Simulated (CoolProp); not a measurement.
Vapour-liquid equilibrium of ethane (1) + C2F6 (R116) (2) at 186.6 K; x and y are mole fractions of (1).

Computed with CoolProp (multi-fluid Helmholtz-energy mixture model, Bücker 2006 and Lemmon 2006; pair parameters Bell 2016).

Problem. Give the bubble pressure and the first vapour's composition at x = 0.2, 0.35, 0.5. Is there an azeotrope?

Solution. x = 0.2: 118.4 kPa, y = 0.552; x = 0.35: 136.8 kPa, y = 0.649; x = 0.5: 142.0 kPa, y = 0.680. y crosses x between x = 0.65 and 0.8: the model has an azeotrope there.

Pair parameters are fitted to limited data, so mixtures are less certain than the pure fluids. With so large a gap from Raoult's law the liquid may split in two, which this calculation doesn't test in full.
